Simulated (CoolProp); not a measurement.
Properties of nitrous oxide along the isobar 5.85 MPa (Tc = 309.5 K, pc = 7.245 MPa, ω = 0.161).

The numbers come from the reference Helmholtz-energy equation of state, Lemmon 2006 in CoolProp. It is a short technical equation, of lower accuracy than the large ones.

| T (K) | phase | cp (kJ/(kg K)) | speed of sound (m/s) |
|---|---|---|---|
| 201.7 | liquid | ? | 1055 |
| 215.5 | liquid | 1.744 | ? |
| 229.3 | liquid | ? | 885.8 |
| 243.1 | liquid | 1.844 | 799.9 |
| 256.9 | liquid | 1.936 | 711.1 |
| 270.7 | liquid | ? | 616.6 |
| 284.5 | liquid | 2.404 | ? |
| 298.3 | liquid | 3.746 | 358.3 |
| 312 | gas | 2.079 | 217.8 |
| 325.8 | gas | 1.600 | 234.9 |
| 339.6 | gas | 1.407 | ? |
| 353.4 | gas | 1.305 | 258.9 |
| 367.2 | gas | 1.243 | ? |
| 381 | gas | 1.204 | ? |

Question: What belongs in the gaps?

Answer: 
- 201.7, cp (kJ/(kg K)): 1.718
- 215.5, speed of sound (m/s): 970.7
- 229.3, cp (kJ/(kg K)): 1.784
- 270.7, cp (kJ/(kg K)): 2.089
- 284.5, speed of sound (m/s): 509.0
- 339.6, speed of sound (m/s): 247.9
- 367.2, speed of sound (m/s): 268.6
- 381, speed of sound (m/s): 277.4
